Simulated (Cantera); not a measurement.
An isothermal, constant-pressure homogeneous reactor starts with H2 : O2 = 0.0054 : 1 (molar parts), equivalence ratio 0.0027, at 1275 K and 10.00 Torr.

Cantera simulation using the H2/O2 subset of GRI-Mech 3.0, which has no nitrogen chemistry; the numbers are that mechanism's predictions, not measurements. Radical loss at walls, strong at low pressure, is not modelled.

One state of this run: x H2 = 1.12e-5; x O2 = 0.990; x HO2 = 3.51e-7; x H2O = 0.00506; x H2O2 = 8.15e-9. x: mole fraction; the columns are a selection and need not sum to one.

Problem. Which value of t (s) does it belong to?
(A) 0.398
(B) 15.8
(C) 0.000251
(D) 0.0631

Solution. D, 0.0631
